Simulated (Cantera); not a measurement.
Feed: 1 mol B₂O₃, 0.48 mol O₂, 1.1 mol N₂, held at 120 Pa.

Cantera equilibrium calculation (NASA polynomials, part measured and part estimated; ideal gas, pure solids and liquids). Candidate condensed phases: B, BN, B₂O₃; 17 gas species. Equilibrium is a limit: real reactors are often held back by kinetics, nucleation or transport. All values below are at 1875 °C.

Base state: N₂ 0.405, B₂O₃ 0.311, O₂ 0.137, BO₂ 0.114, O 0.0206, NO 0.00648, BO 0.00534, B₂O₂ 2.71e-5 (mole fractions); condensed: gas only.

Problem. What changes in the equilibrium state with this change: B₂O₃ replaced by B₂H₆?

Solution. 
```tsv
species	before	after
H₂	0	0.519
N₂	0.405	0.216
BO	0.00534	0.111
B₂O₃	0.311	2.86e-5
O₂	0.137	<1e-9
H	0	0.0867
HBO	0	0.0522
O	0.0206	4.43e-9
BO₂	0.114	5.09e-7
B₂O₂	2.71e-5	0.0116
NO	0.00648	1.02e-9
B₂O	<1e-9	0.00230
B(s), mol	0	1.02
```
The feed counts by its element totals alone. The tables' values for BH₂ are old estimates; treat these amounts as uncertain. Further candidate phases: B₃O₃H₃, H₂O.
